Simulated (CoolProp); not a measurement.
CF4 (R14) along the isotherm -64.75 °C: density (kg/m³) from the reference equation and from simpler models built on Tc = -45.8 °C, pc = 3.762 MPa, ω = 0.178; each cubic takes its own stable root.

The numbers come from the reference Helmholtz-energy equation of state, Platzer 1990 in CoolProp. This equation is an older, rougher fit; its heat capacities, sound speeds and derivatives of the liquid may be far off and weren't checked against measurements.

| p (MPa) | phase | reference |
|---|---|---|
| 0.627 | gas | 34.55 |
| 1.25 | gas | 76.42 |
| 1.88 | gas | 134.1 |
| 2.51 | liquid | 1173 |
| 3.14 | liquid | 1189 |
| 3.76 | liquid | 1202 |
| 4.39 | liquid | 1215 |
| 5.02 | liquid | 1226 |
| 5.64 | liquid | 1236 |

**Question.** How far does each simpler model (van der Waals, Redlich-Kwong, Soave-Redlich-Kwong, Peng-Robinson) lie from the reference over these 9 states: mean and median of the absolute difference, and the worst?

**Answer.** 
- van der Waals: mean 28.5 %, median 31.0 %, worst -83.1 % at -64.75 °C and 2.51 MPa
- Redlich-Kwong: mean 7.5 %, median 9.1 %, worst -13.8 % at -64.75 °C and 2.51 MPa
- Soave-Redlich-Kwong: mean 5.6 %, median 7.1 %, worst -10.3 % at -64.75 °C and 2.51 MPa
- Peng-Robinson: mean 2.8 %, median 2.4 %, worst +5.2 % at -64.75 °C and 5.64 MPa

At some of these states van der Waals gives the other phase, because its saturation line lies elsewhere.
